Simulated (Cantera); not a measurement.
Premixed flame

A freely propagating, adiabatic, planar premixed flame of 27.8 % H2, 14.5 % O2, 57.8 % N2, equivalence ratio 0.96, unburnt at 598 K and 8.20 bar; mixture-averaged transport, grid criteria slope 0.08 and curve 0.16, no radiation.

Model: the H2/O2 subset of GRI-Mech 3.0, which has no nitrogen chemistry, integrated in Cantera. The hydrogen kinetics of GRI-Mech 3.0 are dated; newer H2 mechanisms differ, most at raised pressure. Burning velocities carry a grid error of a few per cent, more on coarse grids.

```
z (mm)    T (K)  u (m/s)    x H2    x O2       x O    x H2O2    x H2O      x H
--------  -----  -------  ------  ------  --------  --------  -------  -------
-0.0986     598     5.44   0.278   0.145     <1e-8     <1e-8    <1e-8    <1e-8
-0.0657     598     5.44   0.278   0.145     <1e-8     <1e-8  2.50e-7    <1e-8
-0.0493     598     5.44   0.277   0.145     <1e-8     <1e-8  2.04e-6    <1e-8
-0.0329     600     5.43   0.274   0.145   6.66e-8   2.03e-7  4.40e-5    <1e-8
-0.0164     664     5.85   0.249   0.148   1.10e-5   3.10e-5  0.00418  3.42e-5
-0.00822    974     8.26   0.199   0.139  0.000346  0.000115   0.0389  0.00202
0          1439     11.9   0.126   0.102   0.00274   2.98e-5    0.120   0.0115
0.00822    1768     14.4  0.0692  0.0595   0.00561   5.47e-6    0.196   0.0198
0.0164     1950     15.9  0.0441  0.0373   0.00657   3.56e-6    0.233   0.0202
0.0329     2133     17.2  0.0310  0.0247   0.00570   2.30e-6    0.257   0.0146
0.0657     2287     18.3  0.0240  0.0193   0.00361   1.59e-6    0.273  0.00818
0.131      2401     19.1  0.0173  0.0157   0.00203   1.16e-6    0.286  0.00408
0.263      2473     19.5  0.0118  0.0132   0.00116   8.92e-7    0.296  0.00201
```
x: mole fraction of selected species; z is measured from the peak of heat release.

```
Item                          Value
------------------------  ---------
laminar burning velocity   544 cm/s
thermal thickness         0.0329 mm
peak x(O)                   0.00659
peak x(H2O2)               0.000116
peak x(H)                    0.0207
grid points                     111
```
